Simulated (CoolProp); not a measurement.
Model: reference Helmholtz-energy equation of state, Lemmon 2006, in CoolProp. It is a short technical equation, of lower accuracy than the large ones.

**Question.** Give the vapour pressure (bar), liquid density (kg/m³), vapour density (kg/m³), liquid cp (kJ/(kg K)) of saturated toluene at 336, 349.5, 444.2 K.

**Answer.** 
| T (K) | p (bar) | liquid density (kg/m³) | vapour density (kg/m³) | liquid cp (kJ/(kg K)) |
|---|---|---|---|---|
| 336 | 0.207 | 826 | 0.693 | 1.83 |
| 349.5 | 0.342 | 813 | 1.11 | 1.88 |
| 444.2 | 4.33 | 713 | 12.1 | 2.25 |
